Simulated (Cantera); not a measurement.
Feed: 1 mol B2H6, 1.4 mol O2, 31 mol N2, held at 550 °C and 3.30 Torr.

These are equilibrium values from Cantera (NASA tables, ideal gas, pure condensed phases), not measurements of a reactor. Candidate condensed phases: B, BN, B2O3, B3O3H3, H2O; 39 gas species. The feed counts by its element totals alone. N2 is the only nitrogen source here; it is nearly inert below about 1500 K, so the nitride shown seldom forms there in practice. Equilibrium is a limit: real reactors are often held back by kinetics, nucleation or transport.

Base state: N2 0.912, H2 0.0883, H2O 0.000142 (mole fractions); condensed: BN(s) + B2O3(l).

### Question
What changes in the equilibrium state with this change: B2H6 replaced by B2O3?

### Answer
```tsv
species	before	after
N2	0.912	0.957
O2	<1e-9	0.0432
H2	0.0883	0
H2O	0.000142	0
BN(s), mol	0.137	0
B2O3(l), mol	0.932	1.00
```
